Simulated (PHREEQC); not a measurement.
# Buffer: speciation

Dissolve 0.0025 mol NH4Cl and 0.1 mol NH3 per kg of water at 20 °C. Closed to the air; pH follows from the charge balance.

All values are PHREEQC results (ion-association model, phreeqc.dat), not measurements.

The pH comes out as 10.93. The ionic strength comes out as 0.00312 mol/kgw, the specific conductance is 464 µS/cm and the total alkalinity comes out as 100 meq/kg.

```json
[
 {"species": "NH3", "molality": "0.0994", "activity": "0.0994", "log γ": "0.000"},
 {"species": "NH4+", "molality": "0.00312", "activity": "0.00293", "log γ": "-0.027"},
 {"species": "Cl-", "molality": "0.00250", "activity": "0.00235", "log γ": "-0.026"},
 {"species": "OH-", "molality": "0.000620", "activity": "0.000583", "log γ": "-0.027"}
]
```

No solid was allowed to form.
